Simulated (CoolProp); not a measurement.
Vapour-liquid equilibrium of propylene (1) + propane (2) at 2.51 MPa; x and y are mole fractions of (1).

Computed with CoolProp (multi-fluid Helmholtz-energy mixture model, Lemmon 2013 and Lemmon 2009; pair parameters Bell 2016).

```csv
x,"bubble temperature, mixture model (°C)","bubble temperature, Raoult's law (°C)","y, mixture model","y, Raoult's law"
0.05,?,68.0,0.056,0.059
0.2,?,66.6,?,0.230
0.35,64.4,65.2,?,0.391
0.5,63.0,63.8,?,0.544
0.65,61.8,62.5,0.670,0.689
0.8,60.8,61.3,?,0.827
0.95,59.9,60.0,0.953,0.958
```

Problem. Complete the blanks.

Solution. 
- 0.05, bubble temperature, mixture model (°C): 67.8
- 0.2, bubble temperature, mixture model (°C): 66.0
- 0.2, y, mixture model: 0.220
- 0.35, y, mixture model: 0.375
- 0.5, y, mixture model: 0.525
- 0.8, y, mixture model: 0.812

The largest gap from Raoult's law is -0.8 K in bubble temperature, at x = 0.5. No azeotrope shows between x = 0.05 and 0.95.

Pair parameters are fitted to limited data, so mixtures are less certain than the pure fluids.
